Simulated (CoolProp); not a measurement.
The numbers come from the reference Helmholtz-energy equation of state, Lemmon 2003 in CoolProp. It is a pseudo-pure fit of the blend.

For R410A, give the phase and the cp (kJ/(kg K)), Joule-Thomson coefficient (K/MPa), viscosity (µPa s) at 242.2 K and 101 kPa; 267.7 K and 101 kPa; 305.9 K and 101 kPa.


- 242.2 K and 101 kPa: gas; cp 0.777, Joule-Thomson coefficient 45.0, viscosity 10.3
- 267.7 K and 101 kPa: gas; cp 0.789, Joule-Thomson coefficient 29.8, viscosity 11.5
- 305.9 K and 101 kPa: gas; cp 0.833, Joule-Thomson coefficient 18.3, viscosity 13.2

Viscosity comes from a separate model (Geller 2000).
